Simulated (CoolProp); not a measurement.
R115 along the isobar 363 kPa: Z from the reference equation and from simpler models built on Tc = 80.0 °C, pc = 3129 kPa, ω = 0.248; each cubic takes its own stable root.

Values from CoolProp's reference Helmholtz-energy equation of state, Lemmon 2016.

```tsv
T (°C)	phase	reference
-94.35	liquid	0.02181
-70.25	liquid	0.02012
-46.05	liquid	0.01890
-21.95	liquid	0.01808
2.15	gas	0.9055
26.25	gas	0.9308
50.45	gas	0.9473
74.55	gas	0.9588
98.65	gas	0.9673
122.85	gas	0.9738
146.95	gas	0.9787
171.05	gas	0.9827
195.15	gas	0.9858
219.35	gas	0.9884
```

Question: How far does each simpler model (Redlich-Kwong, Peng-Robinson) lie from the reference over these 14 states: mean and median of the absolute difference, and the worst?

Answer: 
- Redlich-Kwong: mean 2.8 %, median 0.3 %, worst +10.3 % at -21.95 °C and 363 kPa
- Peng-Robinson: mean 2.1 %, median 0.6 %, worst -6.7 % at -46.05 °C and 363 kPa
